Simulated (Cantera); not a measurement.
A perfectly stirred reactor is fed with C2H6 : H2 = 1 : 35 (molar parts), at 2670 Pa; it is held at 1675 K, and followed from long to short residence time.

Computed with Cantera and GRI-Mech 3.0 (53 species, 325 reactions). GRI-Mech 3.0 stops at C3 and has no aromatics, soot or wall deposition, so with more carbon than oxygen in the feed, carbon stays in small species such as C2H2 where larger ones or solid carbon would form. Radical loss at walls, strong at low pressure, is not modelled.

### Question
Predict: x(C2H6) at τ = 0.870 s; x(H2) at τ = 0.870 s; x(H) at τ = 0.870 s; x(C2H2) at τ = 0.870 s; x(CH4) at τ = 0.870 s; x(C2H6) at τ = 28.0 ms; x(H2) at τ = 28.0 ms; x(H) at τ = 28.0 ms; x(C2H2) at τ = 28.0 ms; x(CH4) at τ = 28.0 ms.

### Answer
```
Property                  Result
----------------------  --------
x(C2H6) at τ = 0.870 s   8.95e-6
x(H2) at τ = 0.870 s       0.965
x(H) at τ = 0.870 s     0.000977
x(C2H2) at τ = 0.870 s    0.0192
x(CH4) at τ = 0.870 s     0.0145
x(C2H6) at τ = 28.0 ms  0.000161
x(H2) at τ = 28.0 ms       0.958
x(H) at τ = 28.0 ms      0.00179
x(C2H2) at τ = 28.0 ms    0.0127
x(CH4) at τ = 28.0 ms     0.0259
```
